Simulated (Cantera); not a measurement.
Mixture: 34.7 % H2, 10.2 % O2, 55.1 % N2, equivalence ratio 1.7, at 13500 Torr, adiabatic and at constant pressure. Ignition delay is the time to a rise of 400 K.

Model: GRI-Mech 3.0 (53 species, 325 reactions), integrated in Cantera. The hydrogen kinetics of GRI-Mech 3.0 are dated; newer H2 mechanisms differ, most at raised pressure. The pressure lies above the range GRI-Mech 3.0 was tuned for (to about 10 atm).

Question: At T0 = 1300 K, what is the delay, and which 7 reactions control it most (d ln τ / d ln k, from doubling and halving each rate constant)?

Answer: The delay is 12.5 µs.
```csv
reaction,d ln τ / d ln k,faster rate
H + O2 <=> O + OH,-2.10,shortens it
H + O2 + M <=> HO2 + M,1.03,lengthens it
H + O2 + N2 <=> HO2 + N2,1.01,lengthens it
H + H2O2 <=> H2 + HO2,-0.35,shortens it
H + HO2 <=> 2 OH,-0.29,shortens it
H + O2 + O2 <=> HO2 + O2,0.17,lengthens it
2 OH (+M) <=> H2O2 (+M),-0.16,shortens it
```
